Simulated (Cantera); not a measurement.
# Low-pressure radical oxidation in H2/O2

A perfectly stirred reactor is fed with H₂ : O₂ = 0.072 : 1 (molar parts), equivalence ratio 0.036, at 6.15 Torr; it is held at 1250 K, and followed from long to short residence time.

Cantera simulation using the H2/O2 subset of GRI-Mech 3.0, which has no nitrogen chemistry; the numbers are that mechanism's predictions, not measurements. Radical loss at walls, strong at low pressure, is not modelled. The temperature is held fixed by assumption; the heat of reaction is taken as removed at once.

```json
[
 {"τ (s)": "0.40", "x H₂": "0.000577", "x O₂": "0.917", "x H₂O": "0.0660", "x H₂O₂": "6.48e-8", "x O": "0.0119", "x OH": "0.00292", "x HO₂": "1.70e-6"},
 {"τ (s)": "0.15", "x H₂": "0.000966", "x O₂": "0.908", "x H₂O": "0.0638", "x H₂O₂": "7.00e-8", "x O": "0.0193", "x OH": "0.00373", "x HO₂": "2.00e-6"},
 {"τ (s)": "0.059", "x H₂": "0.00150", "x O₂": "0.899", "x H₂O": "0.0610", "x H₂O₂": "7.33e-8", "x O": "0.0274", "x OH": "0.00449", "x HO₂": "2.19e-6"},
 {"τ (s)": "0.023", "x H₂": "0.00232", "x O₂": "0.891", "x H₂O": "0.0580", "x H₂O₂": "7.84e-8", "x O": "0.0336", "x OH": "0.00520", "x HO₂": "2.31e-6"},
 {"τ (s)": "0.0089", "x H₂": "0.00388", "x O₂": "0.888", "x H₂O": "0.0546", "x H₂O₂": "9.03e-8", "x O": "0.0357", "x OH": "0.00597", "x HO₂": "2.40e-6"},
 {"τ (s)": "0.0034", "x H₂": "0.00737", "x O₂": "0.889", "x H₂O": "0.0497", "x H₂O₂": "1.13e-7", "x O": "0.0334", "x OH": "0.00696", "x HO₂": "2.45e-6"},
 {"τ (s)": "0.0013", "x H₂": "0.0151", "x O₂": "0.895", "x H₂O": "0.0415", "x H₂O₂": "1.42e-7", "x O": "0.0272", "x OH": "0.00787", "x HO₂": "2.41e-6"}
]
```
x: mole fraction; the columns are a selection and need not sum to one.
